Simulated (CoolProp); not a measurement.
m-xylene along the isobar 9.14 MPa: fugacity coefficient from the reference equation and from simpler models built on Tc = 343.7 °C, pc = 3.535 MPa, ω = 0.326; each cubic takes its own stable root.

Computed with CoolProp (reference Helmholtz-energy equation of state, Zhou 2012).

```tsv
T (°C)	phase	reference	van der Waals	Redlich-Kwong
49.35	liquid	0.0006751	0.02878	0.002621
76.35	liquid	0.002132	0.04453	0.006720
103.45	liquid	0.005535	0.06464	0.01451
130.45	liquid	0.01224	0.08892	0.02733
157.55	liquid	0.02396	0.1174	0.04642
184.55	liquid	0.04226	0.1494	0.07237
211.65	liquid	0.06870	0.1848	0.1056
238.65	liquid	0.1039	0.2228	0.1455
265.75	liquid	0.1484	0.2631	0.1916
292.75	liquid	0.2012	0.3048	0.2424
319.85	liquid	0.2612	0.3477	0.2969
346.85	supercritical	0.3257	0.3908	0.3532
```
